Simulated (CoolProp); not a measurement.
Properties of methane along the isotherm 201.6 K.

Computed with CoolProp (reference Helmholtz-energy equation of state, Setzmann 1991).

```tsv
p (kPa)	phase	density (kg/m³)	isothermal compressibility (1/MPa)
493	gas	4.869	2.094
986	gas	10.07	1.086
1480	gas	15.69	0.7534
1970	gas	21.73	0.5931
2460	gas	28.36	0.5016
2960	gas	35.89	0.4455
3450	gas	44.26	0.4137
3940	gas	53.99	0.4001
4430	gas	65.71	0.4051
4930	supercritical	80.99	0.4367
5420	supercritical	102.0	0.5126
5910	supercritical	134.9	0.6209
6410	supercritical	177.2	0.4108
6900	supercritical	204.5	0.2036
```
